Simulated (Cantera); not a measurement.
## CCl₄ (fluorocarbon and chlorocarbon gases)

Charge: 1 mol CCl₄, equilibrated at 17.0 Pa.

Equilibrium computed with Cantera from the NASA thermochemical tables; the gas is ideal and each condensed phase is pure. Candidate condensed phases: C; 14 gas species. The tables' values for CCl are old estimates; treat these amounts as uncertain. Kinetics and transport are ignored.

```json
[
 {"T (°C)": "2352", "x Cl": "0.975", "x C₃": "0.0186", "x C": "0.00503", "x C₂": "0.00175", "x C₅": "9.29e-5", "x C₄": "1.86e-5", "n C(graphite)": "0.734"},
 {"T (°C)": "2377", "x Cl": "0.964", "x C₃": "0.0263", "x C": "0.00684", "x C₂": "0.00250", "x C₅": "0.000145", "x C₄": "2.89e-5", "n C(graphite)": "0.620"},
 {"T (°C)": "2402", "x Cl": "0.950", "x C₃": "0.0370", "x C": "0.00926", "x C₂": "0.00353", "x C₅": "0.000225", "x C₄": "4.45e-5", "n C(graphite)": "0.458"},
 {"T (°C)": "2427", "x Cl": "0.930", "x C₃": "0.0518", "x C": "0.0125", "x C₂": "0.00496", "x C₅": "0.000345", "x C₄": "6.79e-5", "n C(graphite)": "0.228"},
 {"T (°C)": "2452", "x Cl": "0.911", "x C₃": "0.0654", "x C": "0.0162", "x C₂": "0.00649", "x C₅": "0.000449", "x C₄": "9.05e-5", "n C(graphite)": "0"},
 {"T (°C)": "2477", "x Cl": "0.909", "x C₃": "0.0639", "x C": "0.0192", "x C₂": "0.00715", "x C₅": "0.000381", "x C₄": "8.58e-5", "n C(graphite)": "0"},
 {"T (°C)": "2502", "x Cl": "0.907", "x C₃": "0.0622", "x C": "0.0226", "x C₂": "0.00784", "x C₅": "0.000323", "x C₄": "8.10e-5", "n C(graphite)": "0"},
 {"T (°C)": "2527", "x Cl": "0.904", "x C₃": "0.0602", "x C": "0.0266", "x C₂": "0.00856", "x C₅": "0.000272", "x C₄": "7.60e-5", "n C(graphite)": "0"},
 {"T (°C)": "2552", "x Cl": "0.901", "x C₃": "0.0580", "x C": "0.0312", "x C₂": "0.00929", "x C₅": "0.000227", "x C₄": "7.08e-5", "n C(graphite)": "0"},
 {"T (°C)": "2577", "x Cl": "0.898", "x C₃": "0.0556", "x C": "0.0363", "x C₂": "0.0100", "x C₅": "0.000189", "x C₄": "6.56e-5", "n C(graphite)": "0"},
 {"T (°C)": "2602", "x Cl": "0.894", "x C₃": "0.0530", "x C": "0.0420", "x C₂": "0.0108", "x C₅": "0.000156", "x C₄": "6.02e-5", "n C(graphite)": "0"},
 {"T (°C)": "2627", "x Cl": "0.890", "x C₃": "0.0501", "x C": "0.0485", "x C₂": "0.0115", "x C₅": "0.000127", "x C₄": "5.48e-5", "n C(graphite)": "0"},
 {"T (°C)": "2652", "x Cl": "0.885", "x C₃": "0.0469", "x C": "0.0555", "x C₂": "0.0121", "x C₅": "0.000102", "x C₄": "4.93e-5", "n C(graphite)": "0"}
]
```
x: gas mole fraction; n: condensed amount in mol.

From 2352 °C to 2427 °C the condensed part is C(graphite). From 2452 °C to 2652 °C nothing is condensed. The main C-bearing gas is C₃ throughout.
